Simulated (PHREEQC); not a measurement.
0.023 g of hydrous ferric oxide (600 m²/g; 0.2 weak and 0.005 strong sites per Fe, Dzombak-Morel constants, diffuse double layer) in 1 kg of water with 0.05 mol/kgw of an inert sodium salt and 0.014 mmol/kgw CuSO4, at 25 °C; the pH is set by adding NaOH or the inert anion's acid. Oxygen alone is held at its pressure in air (log pO2 = -0.68). CO2 from the air is kept out. Nothing may precipitate in this run.

Base run: PHREEQC, ion-association model, wateq4f.dat. Each further column changes one thing. The table gives Cu sorbed (%).

```csv
pH,base,no electrostatic term (-no_edl),background salt from 0.05 to 0.005 mol/kgw,oxide from 0.023 to 0.11 g/kgw,5.3e-05 mol/kgw MgCl2 added
4,0.3,0.3,0.3,1.1,0.3
4.5,1.9,2.4,2.4,7.9,1.9
5,8.2,___,9.4,31.0,8.2
6,56.8,81.2,___,91.8,56.8
6.5,84.2,97.0,84.4,___,84.2
7,93.8,99.3,92.4,99.6,93.8
7.5,94.7,99.3,93.0,99.8,94.7
8,93.7,___,92.5,99.7,93.4
9,91.0,80.5,91.5,99.6,76.2
9.5,89.0,43.2,90.9,99.5,___
10,86.0,___,89.9,99.3,17.6
```

Q: Some entries are withheld; supply them.

A: 
- 5, no electrostatic term (-no_edl): 10.9
- 6, background salt from 0.05 to 0.005 mol/kgw: 59.9
- 6.5, oxide from 0.023 to 0.11 g/kgw: 98.6
- 8, no electrostatic term (-no_edl): 98.4
- 9.5, 5.3e-05 mol/kgw MgCl2 added: 45.6
- 10, no electrostatic term (-no_edl): 13.8

The database's constant for dissolved Cu(OH)2 is higher than later reviews accept. In at least one series the solution becomes supersaturated in solids that the run did not let form, among them Cu(OH)2.
